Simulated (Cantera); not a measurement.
## Al + N2O + H2 (aluminium nitride and oxide growth)

A closed system holds: 1 mol Al, 30 mol N2O, 21 mol H2, equilibrated at 1975 K and 30.0 mbar.

Method: chemical equilibrium by Gibbs-energy minimisation in Cantera with the NASA 1993 tables (ideal gas, pure condensed phases). Candidate condensed phases: Al, AlN, Al2O3, H2O; 35 gas species. Gases not in the tables: Al(OH)3. Kinetics and transport are ignored.

| Quantity | Result |
|---|---|
| x(N2) | 0.544 |
| x(H2O) | 0.377 |
| x(O2) | 0.0657 |
| x(OH) | 0.00631 |
| x(NO) | 0.00332 |
| x(H2) | 0.00202 |
| x(O) | 0.000815 |
| x(H) | 0.000355 |
| n(Al2O3(s)) | 0.500 mol |
| gas amount | 54.93 mol |
| log10 activity of Al(l) (absent) | -11.74 |
